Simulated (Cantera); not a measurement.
Feed: 1 mol B2O3, 2.9 mol HF, 21 mol H2, equilibrated at 1273 K and 0.980 bar.

Method: chemical equilibrium by Gibbs-energy minimisation in Cantera with the NASA 1993 tables (ideal gas, pure condensed phases). Candidate condensed phases: B, B2O3, B3O3H3, H2O; 43 gas species. Gases not in the tables: H3BO3. The numbers say what is thermodynamically allowed, not how fast it happens.

Base state: H2 0.889, HF 0.0449, H2O 0.0386, BF3 0.0223, B3O3F3 0.00305, BOF 0.00170, HBO2 0.000438, (HBO2)3 6.77e-5 (mole fractions); condensed: B2O3(l).

Task: What changes in the equilibrium state with this change: temperature from 1273 K to 1423 K?

Result: 
```
species         before    after
------------  --------  -------
H2               0.889    0.882
HF              0.0449   0.0505
H2O             0.0386   0.0346
BOF            0.00170  0.00985
BF3             0.0223   0.0178
HBO            1.04e-6  1.86e-5
HBO2          0.000438  0.00221
B2O3(l), mol     0.600    0.548
```
